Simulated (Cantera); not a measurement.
Charge: 1 mol n-butane, 6.3 mol H2, equilibrated at 623 K and 47.0 Pa.

Cantera equilibrium calculation (NASA polynomials, part measured and part estimated; ideal gas, pure solids and liquids). Candidate condensed phases: C, C6H6, C7H8, C8H18; 76 gas species. Rates play no part.

Base state: H2 0.977, CH4 0.0229 (mole fractions); condensed: C(graphite).

Question: What changes in the equilibrium state with this change: temperature from 623 K to 2325 K?

Answer: 
| species | before | after |
|---|---|---|
| H2 | 0.977 | 0.603 |
| H | <1e-9 | 0.394 |
| C2H2 (acetylene) | <1e-9 | 0.00295 |
| CH4 | 0.0229 | 3.48e-8 |
| C2H | <1e-9 | 9.26e-5 |
| C3 | <1e-9 | 5.62e-5 |
| C(graphite), mol | 3.75 | 3.91 |

Question: What changes in the equilibrium state with this change: temperature from 623 K to 1698 K?

Answer: 
| species | before | after |
|---|---|---|
| H2 | 0.977 | 0.993 |
| H | <1e-9 | 0.00665 |
| C2H2 (acetylene) | <1e-9 | 7.16e-5 |
| CH4 | 0.0229 | 5.12e-7 |
| C(graphite), mol | 3.75 | 4.00 |

Question: What changes in the equilibrium state with this change: 0.073 mol Cl2 added?

Answer: 
| species | before | after |
|---|---|---|
| H2 | 0.977 | 0.965 |
| CH4 | 0.0229 | 0.0223 |
| HCl | 0 | 0.0131 |
| C(graphite), mol | 3.75 | 3.75 |
